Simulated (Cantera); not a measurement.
A perfectly stirred reactor is fed with CH4 : C2H6 : C3H8 : O2 : N2 = 1 : 0.034 : 0.61 : 6.46 : 42.6 (molar parts), at 0.276 atm; it is adiabatic with a 650 K inlet, and is followed from long to short residence time, starting on the burning branch (τ in s: 0.16, 0.062, 0.023, 0.0088, 0.0033, 0.0013, 0.00048, 0.00018, 6.8e-05, 2.6e-05).

Model: GRI-Mech 3.0 (53 species, 325 reactions), integrated in Cantera. GRI-Mech 3.0 was tuned for natural gas; its chemistry of propane as a main component is partial and can be far from experiment.

### Question
What does this change do: inlet temperature 650 to 498 K?

### Answer
| quantity | before | after |
|---|---|---|
| blow-out, bracketed by the residence times tried | burning at 1.30 ms, out at 0.480 ms | burning at 1.30 ms, out at 0.480 ms |
| x(CH4) at τ = 0.160 s | 3.51e-6 | 5.26e-6 |
| x(C2H6) at τ = 0.160 s | 2.92e-8 | 4.53e-8 |
| x(C3H8) at τ = 0.160 s | 4.85e-7 | 7.75e-7 |
| x(H) at τ = 0.160 s | 0.000393 | 0.000330 |
| x(NO) at τ = 0.160 s | 3.70e-5 | 1.56e-5 |
| x(CH4) at τ = 1.30 ms | 0.000169 | 0.000335 |
| x(C2H6) at τ = 1.30 ms | 1.37e-6 | 2.61e-6 |
| x(C3H8) at τ = 1.30 ms | 1.97e-5 | 3.70e-5 |
| x(H) at τ = 1.30 ms | 0.00553 | 0.00405 |
| x(NO) at τ = 1.30 ms | 8.18e-6 | 3.92e-6 |

### Question
What does this change do: N2 42.6 to 62 parts?

### Answer
| quantity | before | after |
|---|---|---|
| blow-out, bracketed by the residence times tried | burning at 1.30 ms, out at 0.480 ms | burning at 3.30 ms, out at 1.30 ms |
| x(CH4) at τ = 0.160 s | 3.51e-6 | 7.71e-6 |
| x(C2H6) at τ = 0.160 s | 2.92e-8 | 6.53e-8 |
| x(C3H8) at τ = 0.160 s | 4.85e-7 | 1.12e-6 |
| x(H) at τ = 0.160 s | 0.000393 | 0.000291 |
| x(NO) at τ = 0.160 s | 3.70e-5 | 7.10e-6 |
| x(CH4) at τ = 1.30 ms | 0.000169 | 0.0143 |
| x(C2H6) at τ = 1.30 ms | 1.37e-6 | 0.000485 |
| x(C3H8) at τ = 1.30 ms | 1.97e-5 | 0.00870 |
| x(H) at τ = 1.30 ms | 0.00553 | <1e-12 |
| x(NO) at τ = 1.30 ms | 8.18e-6 | <1e-12 |
